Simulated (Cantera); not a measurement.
A Cantera script and its output.

```python
import numpy as np
import cantera as ct

gas = ct.Solution("gri30.yaml")


def delay(T, t_max=10):
    gas.TPX = T, 3200000, {'CH4': 1, 'C2H6': 0.084, 'O2': 1.04, 'N2': 6.57}
    reactor = ct.IdealGasReactor(gas, clone=False)
    net = ct.ReactorNet([reactor])
    net.rtol, net.atol = 1e-8, 1e-16
    while net.time < t_max:
        t_old, T_old = net.time, reactor.T
        net.step()
        if reactor.T > T + 400:  # ignition: a rise of 400 K
            return t_old + (T + 400 - T_old) / (reactor.T - T_old) * (net.time - t_old)
    return np.nan


taus = []
for T in [1100, 1175, 1250, 1325, 1400, 1475, 1550, 1625, 1700, 1775]:
    taus.append(delay(T))
    print(f"T0 = {T:6g} K   tau = {taus[-1]:.4e} s")
```

It prints:

```
T0 =   1100 K   tau = 1.7060e-03 s
T0 =   1175 K   tau = 6.8798e-04 s
T0 =   1250 K   tau = 3.3240e-04 s
T0 =   1325 K   tau = 1.7692e-04 s
T0 =   1400 K   tau = 9.8088e-05 s
T0 =   1475 K   tau = 5.5041e-05 s
T0 =   1550 K   tau = 3.0987e-05 s
T0 =   1625 K   tau = 1.7576e-05 s
T0 =   1700 K   tau = 1.0147e-05 s
T0 =   1775 K   tau = 6.0294e-06 s
```

Detailed kinetics in Cantera: GRI-Mech 3.0 (53 species, 325 reactions). The pressure lies above the range GRI-Mech 3.0 was tuned for (to about 10 atm).
